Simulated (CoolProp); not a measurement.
Properties of octamethyltrisiloxane (MDM) along the isotherm 575 K.

Values from CoolProp's reference Helmholtz-energy equation of state, Thol 2017.

```
p (MPa)          phase  cv (kJ/(kg K))  speed of sound (m/s)  Joule-Thomson coefficient (K/MPa)  isothermal compressibility (1/MPa)
-------  -------------  --------------  --------------------  ---------------------------------  ----------------------------------
0.0227             gas           2.058                 142.7                              8.205                               44.27
0.0431             gas           2.058                 142.1                              8.271                               23.42
0.0817             gas           2.059                 140.9                              8.401                               12.47
0.155              gas           2.062                 138.6                              8.661                               6.689
0.294              gas           2.067                 134.0                              9.216                               3.661
0.557              gas           2.078                 124.1                              10.56                               2.112
1.06               gas           2.109                 99.25                              15.37                               1.496
2        supercritical           2.155                 104.5                              5.935                              0.3285
3.79     supercritical           2.129                 216.3                              1.103                             0.05230
7.19     supercritical           2.119                 318.6                             0.2605                             0.02082
```
